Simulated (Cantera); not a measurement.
## Premixed flame

A freely propagating, adiabatic, planar premixed flame of 23.9 % H2, 16.0 % O2, 60.1 % N2, equivalence ratio 0.75, unburnt at 323 K and 1.00 atm; mixture-averaged transport, grid criteria slope 0.08 and curve 0.16, no radiation.

Detailed kinetics in Cantera: the H2/O2 subset of GRI-Mech 3.0, which has no nitrogen chemistry. Burning velocities carry a grid error of a few per cent, more on coarse grids.

```csv
z (mm),T (K),u (m/s),x H2,x O2,x O,x HO2,x H2O,x H
-1.02,323,1.66,0.239,0.160,<1e-8,<1e-8,<1e-8,<1e-8
-0.682,323,1.66,0.239,0.160,<1e-8,<1e-8,3.77e-8,<1e-8
-0.512,323,1.65,0.239,0.160,<1e-8,2.53e-8,7.88e-7,<1e-8
-0.341,324,1.65,0.236,0.160,1.95e-8,5.64e-7,1.52e-5,<1e-8
-0.171,367,1.83,0.214,0.164,1.63e-6,0.000113,0.00213,1.21e-6
-0.0853,654,3.14,0.168,0.158,0.000132,0.000364,0.0301,0.00126
0,1076,5.04,0.104,0.129,0.00212,0.000144,0.0987,0.0100
0.0853,1377,6.40,0.0494,0.0882,0.00653,7.50e-5,0.172,0.0190
0.171,1549,7.18,0.0254,0.0653,0.00873,4.67e-5,0.208,0.0197
0.341,1719,7.92,0.0160,0.0547,0.00802,2.94e-5,0.228,0.0138
0.682,1865,8.53,0.0116,0.0510,0.00546,1.82e-5,0.240,0.00711
1.36,1974,8.97,0.00699,0.0488,0.00307,1.01e-5,0.250,0.00288
2.73,2042,9.23,0.00343,0.0479,0.00145,5.19e-6,0.258,0.000915
```
x: mole fraction of selected species; z is measured from the peak of heat release.

```yaml
laminar_burning_velocity: 166 cm/s
thermal_thickness: 0.341 mm
peak x(O): 0.00888
peak x(HO2): 0.000448
peak x(H): 0.0203
grid_points: 111
```
